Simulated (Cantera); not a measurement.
Low-pressure radical oxidation in H2/O2

A perfectly stirred reactor is fed with H₂ : O₂ = 0.44 : 1 (molar parts), equivalence ratio 0.22, at 0.0267 bar; it is held at 1025 K, and followed from long to short residence time.

Detailed kinetics in Cantera: the H2/O2 subset of GRI-Mech 3.0, which has no nitrogen chemistry. Radical loss at walls, strong at low pressure, is not modelled. The temperature is held fixed by assumption; the heat of reaction is taken as removed at once.

| τ (s) | x H₂ | x O₂ | x HO₂ | x H₂O | x H |
|---|---|---|---|---|---|
| 15 | 0.000242 | 0.639 | 5.20e-6 | 0.360 | 8.12e-6 |
| 3.3 | 0.000648 | 0.639 | 1.06e-5 | 0.360 | 3.70e-5 |
| 0.77 | 0.00161 | 0.639 | 1.81e-5 | 0.358 | 0.000159 |
| 0.18 | 0.00385 | 0.638 | 2.66e-5 | 0.355 | 0.000675 |
| 0.040 | 0.00910 | 0.636 | 3.42e-5 | 0.346 | 0.00298 |
| 0.0093 | 0.0204 | 0.631 | 3.79e-5 | 0.323 | 0.0120 |
| 0.0021 | 0.0455 | 0.620 | 3.53e-5 | 0.268 | 0.0419 |
| 0.00049 | 0.100 | 0.616 | 2.70e-5 | 0.172 | 0.0788 |
| 0.00011 | 0.246 | 0.667 | 1.49e-5 | 0.0433 | 0.0306 |
x: mole fraction; the columns are a selection and need not sum to one.
